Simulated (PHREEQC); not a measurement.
Dissolve 2.5 mmol/kgw HF, 0.09 mmol/kgw (CH3)4NF and 0.28 mmol/kgw CO2 at 25 °C. Closed to the air; pH follows from the charge balance.

All values are PHREEQC results (ion-association model, wateq4f.dat), not measurements.

Precipitation was switched off in this run.

Q: Estimate the pH, ionic strength.

A: pH 3.02; ionic strength 0.00108 mol/kgw.

Q: In which forms is F present?

A: HF 58 %, F- 42 % of the F.

(CH3)4N+ isn't in the database: it is added as a free cation with an ion size of 4 Å.
